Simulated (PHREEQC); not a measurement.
# Alkaline etch or developer (model solution)

Solution (25 °C): 0.04 mol CsOH and 0.0026 mol Na2B4O7 per kg of water. It is in equilibrium with CO2 at log p = -3.5 (atm). Otherwise closed; pH follows from the charge balance.

Equilibrium calculation in PHREEQC: ion-association model, wateq4f.dat.

No solid was allowed to form.

**Question.** Estimate the pH.

**Answer.** pH 9.59.

**Question.** In which forms is Na present?

**Answer.** Na+ 93 %, NaCO3- 5.8 %, NaHCO3 0.8 % of the Na.

Complexes and solids missing from the database can't appear.
